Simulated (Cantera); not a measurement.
Cantera run:

```python
import numpy as np
import cantera as ct

gas_names = """
    B BH BH2 BH3 BN B2 H H2 N NH NH2 NH3 N2 N2H2 N2H4
""".split()
cond_names = """
    B(b) B(L) BN(s)
""".split()


def load(file, names, dense=False):
    # The tables refer to 1 bar. Condensed volumes are neglected.
    table = {s.name: s for s in ct.Species.list_from_file(file)}
    out = []
    for n in names:
        d = dict(table[n].input_data)
        d["thermo"] = dict(d["thermo"], **{"reference-pressure": 1e5})
        if dense:
            d["equation-of-state"] = {"model": "constant-volume", "density": "1e6 g/cm^3"}
        out.append(ct.Species.from_dict(d))
    return out


gas = ct.Solution(thermo="ideal-gas", species=load("nasa_gas.yaml", gas_names))
cond = {s.name: ct.Solution(thermo="fixed-stoichiometry", species=[s], name=s.name)
        for s in load("nasa_condensed.yaml", cond_names, dense=True)}
atoms = {
    'B': {'B': 1},
    'N2': {'N': 2},
    'H2': {'H': 2},
}
top_T = {'BN(s)': 3200}  # K; cautious upper limits of use, not melting points


def equilibrate(T, P, feed):
    n = {}
    for name, mol in feed.items():
        for a, k in atoms[name].items():
            n[a] = n.get(a, 0.0) + k * mol
    gas.TPX = T, P, n
    mass = sum(n.values()) * gas.mean_molecular_weight
    gas.equilibrate("TP")
    valid = [c for c in cond.values() if c.min_temp <= T <= top_T.get(c.name, c.max_temp)]
    mix = ct.Mixture([(gas, mass / gas.mean_molecular_weight)] + [(c, 0.0) for c in valid])
    mix.T, mix.P = T, P
    mix.equilibrate("TP", solver="vcs", rtol=1e-11, max_steps=5000)
    return mix


results = []
feed = {'B': 1, 'N2': 2.8, 'H2': 87}  # mol
T = 1025  # K
P = 17000  # Pa
mix = equilibrate(T, P, feed)
results.append((T, P, feed, dict(zip(mix.species_names, mix.species_moles))))
print(gas.report(threshold=1e-05))
for i in range(1, mix.n_phases):
    print(f"{mix.phase(i).name:16s} {mix.phase_moles(i):12.5e} mol")
```

Result:

```
       temperature   1025 K
          pressure   17000 Pa
           density   0.0053572 kg/m^3
  mean mol. weight   2.6856 kg/kmol
   phase of matter   gas

                          1 kg             1 kmol
                     ---------------   ---------------
          enthalpy        7.9919e+06        2.1463e+07  J
   internal energy        4.8186e+06        1.2941e+07  J
           entropy             68628        1.8431e+05  J/K
    Gibbs function       -6.2351e+07       -1.6745e+08  J
 heat capacity c_p             11300             30348  J/K
 heat capacity c_v            8204.2             22034  J/K

                      mass frac. Y      mole frac. X     chem. pot. / RT
                     ---------------   ---------------   ---------------
                H2           0.73132           0.97424           -19.365
               NH3        8.2364e-05        1.2988e-05           -44.227
                N2            0.2686           0.02575           -30.357
     [  +12 minor]        3.9157e-09        1.0429e-08

B(b)              0.00000e+00 mol
BN(s)             1.00000e+00 mol
```

Method: chemical equilibrium by Gibbs-energy minimisation in Cantera with the NASA 1993 tables (ideal gas, pure condensed phases). N2 is the only nitrogen source here; it is nearly inert below about 1500 K, so the nitride shown seldom forms there in practice.
